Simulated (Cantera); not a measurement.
Charge: 1 mol Al, 1 mol H2O, 26 mol N2, 11 mol O2, equilibrated at 1175 K and 13.3 mbar.

Method: chemical equilibrium by Gibbs-energy minimisation in Cantera with the NASA 1993 tables (ideal gas, pure condensed phases). Candidate condensed phases: Al, AlN, Al2O3, H2O; 35 gas species. The numbers say what is thermodynamically allowed, not how fast it happens.

Base state: N2 0.698, O2 0.275, H2O 0.0268, NO 0.000173 (mole fractions); condensed: Al2O3(s).

Question: What changes in the equilibrium state with this change: temperature from 1175 K to 1750 K?

Answer: 
| species | before | after |
|---|---|---|
| N2 | 0.698 | 0.696 |
| O2 | 0.275 | 0.273 |
| H2O | 0.0268 | 0.0264 |
| NO | 0.000173 | 0.00374 |
| O | 6.63e-8 | 0.000338 |
| H2 | 3.31e-9 | 1.46e-5 |
| OH | 3.45e-6 | 0.000816 |
| Al2O3(s), mol | 0.500 | 0.500 |

Question: What changes in the equilibrium state with this change: temperature from 1175 K to 2100 K?

Answer: 
```tsv
species	before	after
N2	0.698	0.689
O2	0.275	0.265
H2O	0.0268	0.0238
NO	0.000173	0.0104
H	<1e-9	0.000416
O	6.63e-8	0.00619
Al2O3(s), mol	0.500	0.500
```
